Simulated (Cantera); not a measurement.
Source: NASA polynomial tables (part measured, part estimated), evaluated in Cantera. Values are per mole of reaction as written; species without (g) are pure solids or liquids, kept so even where they would boil at 1 bar.

Ti + 2 CH2Cl2(g) + 4 CH3(g) ⇌ 2 C3H8(g) + TiCl4

```tsv
T (K)	ΔH° (kJ)	ΔS° (J/K)	ΔG° (kJ)	log10 K
300	-1410.3	-554.5	-1244.0	216.59
373	___	___	___	___
398	-1408.8	-550.1	-1189.8	156.16
423	___	___	___	___
448	___	___	___	___
473	-1407.0	-545.9	-1148.7	126.86
498	-1406.2	-544.4	-1135.1	119.06
523	___	___	___	___
548	-1404.5	-541.2	-1108.0	105.61
```

Question: Some entries are withheld; supply them.

Answer: 
- 373, ΔH° (kJ): -1409.2
- 373, ΔS° (J/K): -551.3
- 373, ΔG° (kJ): -1203.6
- 373, log10 K: 168.55
- 423, ΔH° (kJ): -1408.2
- 423, ΔS° (J/K): -548.8
- 423, ΔG° (kJ): -1176.1
- 423, log10 K: 145.23
- 448, ΔH° (kJ): -1407.6
- 448, ΔS° (J/K): -547.4
- 448, ΔG° (kJ): -1162.4
- 448, log10 K: 135.53
- 523, ΔH° (kJ): -1405.4
- 523, ΔS° (J/K): -542.8
- 523, ΔG° (kJ): -1121.5
- 523, log10 K: 112.01
